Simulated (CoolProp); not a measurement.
CH3F (R41) along the isotherm 77.55 °C: fugacity coefficient from the reference equation and from simpler models built on Tc = 44.1 °C, pc = 5906 kPa, ω = 0.200; each cubic takes its own stable root.

Model: reference Helmholtz-energy equation of state, Lemmon 2006, in CoolProp. It is a short technical equation, of lower accuracy than the large ones.

```json
[
 {"p (kPa)": "681", "phase": "gas", "reference": "0.9677", "van der Waals": "0.9733", "Redlich-Kwong": "0.9709", "Soave-Redlich-Kwong": "0.9721", "Peng-Robinson": "0.9682"},
 {"p (kPa)": "1360", "phase": "gas", "reference": "0.9362", "van der Waals": "0.9468", "Redlich-Kwong": "0.9422", "Soave-Redlich-Kwong": "0.9447", "Peng-Robinson": "0.9373"},
 {"p (kPa)": "2040", "phase": "gas", "reference": "0.9053", "van der Waals": "0.9205", "Redlich-Kwong": "0.9140", "Soave-Redlich-Kwong": "0.9176", "Peng-Robinson": "0.9069"},
 {"p (kPa)": "2730", "phase": "gas", "reference": "0.8746", "van der Waals": "___", "Redlich-Kwong": "0.8856", "Soave-Redlich-Kwong": "0.8905", "Peng-Robinson": "0.8768"},
 {"p (kPa)": "3410", "phase": "gas", "reference": "0.8449", "van der Waals": "0.8675", "Redlich-Kwong": "0.8581", "Soave-Redlich-Kwong": "0.8642", "Peng-Robinson": "0.8478"},
 {"p (kPa)": "4090", "phase": "gas", "reference": "0.8159", "van der Waals": "0.8413", "Redlich-Kwong": "0.8308", "Soave-Redlich-Kwong": "0.8382", "Peng-Robinson": "0.8193"},
 {"p (kPa)": "4770", "phase": "gas", "reference": "0.7874", "van der Waals": "0.8150", "Redlich-Kwong": "0.8039", "Soave-Redlich-Kwong": "0.8125", "Peng-Robinson": "0.7915"},
 {"p (kPa)": "5450", "phase": "gas", "reference": "0.7594", "van der Waals": "0.7886", "Redlich-Kwong": "0.7772", "Soave-Redlich-Kwong": "0.7872", "Peng-Robinson": "0.7642"},
 {"p (kPa)": "6130", "phase": "supercritical", "reference": "0.7320", "van der Waals": "0.7619", "Redlich-Kwong": "___", "Soave-Redlich-Kwong": "0.7621", "Peng-Robinson": "0.7375"},
 {"p (kPa)": "6810", "phase": "supercritical", "reference": "0.7050", "van der Waals": "0.7349", "Redlich-Kwong": "0.7245", "Soave-Redlich-Kwong": "0.7374", "Peng-Robinson": "0.7113"},
 {"p (kPa)": "7500", "phase": "supercritical", "reference": "0.6781", "van der Waals": "0.7069", "Redlich-Kwong": "0.6980", "Soave-Redlich-Kwong": "0.7126", "Peng-Robinson": "0.6854"},
 {"p (kPa)": "8180", "phase": "supercritical", "reference": "0.6522", "van der Waals": "0.6787", "Redlich-Kwong": "___", "Soave-Redlich-Kwong": "___", "Peng-Robinson": "0.6605"},
 {"p (kPa)": "8860", "phase": "supercritical", "reference": "0.6267", "van der Waals": "0.6509", "Redlich-Kwong": "0.6469", "Soave-Redlich-Kwong": "0.6651", "Peng-Robinson": "0.6363"}
]
```

### Question
Some entries are withheld; supply them.

### Answer

- 2730, van der Waals: 0.8938
- 6130, Redlich-Kwong: 0.7507
- 8180, Redlich-Kwong: 0.6722
- 8180, Soave-Redlich-Kwong: 0.6885
